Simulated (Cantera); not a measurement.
## BF3 + H2O + H2 (boron, boron nitride and boron oxide)

Feed: 1 mol BF3, 0.13 mol H2O, 9.2 mol H2, at 1448.15 K and 31000 Pa.

Equilibrium computed with Cantera from the NASA thermochemical tables; the gas is ideal and each condensed phase is pure. Candidate condensed phases: B, B2O3, B3O3H3, H2O; 43 gas species. The tables' values for BF2 are old estimates; treat these amounts as uncertain. Gases not in the tables: H3BO3. Equilibrium is a limit: real reactors are often held back by kinetics, nucleation or transport.

| Item | Value |
|---|---|
| x(H2) | 0.879 |
| x(BF3) | 0.0821 |
| x(HF) | 0.0255 |
| x(BOF) | 0.0112 |
| x(BHF2) | 0.00152 |
| x(H2O) | 0.000489 |
| x(B3O3F3) | 0.000175 |
| x(BF2) | 0.000133 |
| x(HBO2) | 7.16e-5 |
| gas amount | 10.45 mol |
| log10 activity of B(s) (absent) | -3.63 |
| log10 activity of B3O3H3(s) (absent) | -12.43 |
